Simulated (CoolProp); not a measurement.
Saturated liquid density (kg/m³) of R236EA: the reference equation beside estimates from Tc = 139.3 °C, pc = 3.414 MPa, ω = 0.368.

The numbers come from the reference Helmholtz-energy equation of state, Rui 2013 in CoolProp.

```csv
T (°C),reference,van der Waals,Redlich-Kwong
2.05,1497,887.8,1295
10.15,1473,873.7,1270
18.15,1448,859.1,1244
26.15,1423,844.1,1217
34.15,1397,828.4,1189
42.15,1370,812.0,1160
50.15,1342,794.9,1129
58.25,1312,776.7,1096
66.25,1281,757.8,1062
74.25,1248,737.7,1026
82.25,1213,716.2,987.3
90.25,1176,693.2,945.9
98.25,1135,668.2,901.1
```

Absolute difference from the reference over all 13 rows, mean and median: van der Waals 40.8 and 40.8 %, Redlich-Kwong 16.3 and 15.9 %.
